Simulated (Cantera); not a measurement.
Input: 1 mol Fe2O3, 3.2 mol SO3, 6.2 mol N2, held at 752 °C and 0.0680 bar.

These are equilibrium values from Cantera (NASA tables, ideal gas, pure condensed phases), not measurements of a reactor. Candidate condensed phases: Fe, FeO, FeS, FeSO4, FeS2, Fe2O3, Fe2(SO4)3, Fe3O4, S; 19 gas species. Kinetics and transport are ignored.

Base state: N2 0.573, SO2 0.262, O2 0.131, SO3 0.0336, NO 2.76e-5 (mole fractions); condensed: Fe2O3(s).

Q: What changes in the equilibrium state with this change: SO3 from 3.2 to 1.2 mol?

A: 
```
species         before    after
-------------  -------  -------
N2               0.573    0.780
SO2              0.262    0.138
O2               0.131   0.0690
SO3             0.0336   0.0128
NO             2.76e-5  2.33e-5
Fe2O3(s), mol     1.00     1.00
```
